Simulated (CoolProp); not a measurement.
n-perfluoropentane along the isobar 1440 kPa: fugacity coefficient from the reference equation and from simpler models built on Tc = 421.0 K, pc = 2063 kPa, ω = 0.436; each cubic takes its own stable root.

Model: reference Helmholtz-energy equation of state, Gao 2022, in CoolProp.

```tsv
T (K)	phase	reference
253	liquid	0.008138
272.3	liquid	0.02179
291.5	liquid	0.04910
310.8	liquid	0.09707
330.1	liquid	0.1719
349.4	liquid	0.2777
368.7	liquid	0.4155
387.9	liquid	0.5806
407.2	gas	0.7330
```

Q: How far does each simpler model (Soave-Redlich-Kwong, Peng-Robinson) lie from the reference over these 9 states: mean and median of the absolute difference, and the worst?

A: 
- Soave-Redlich-Kwong: mean 1.4 %, median 1.4 %, worst +2.5 % at 368.7 K and 1440 kPa
- Peng-Robinson: mean 1.0 %, median 0.6 %, worst +2.9 % at 253 K and 1440 kPa
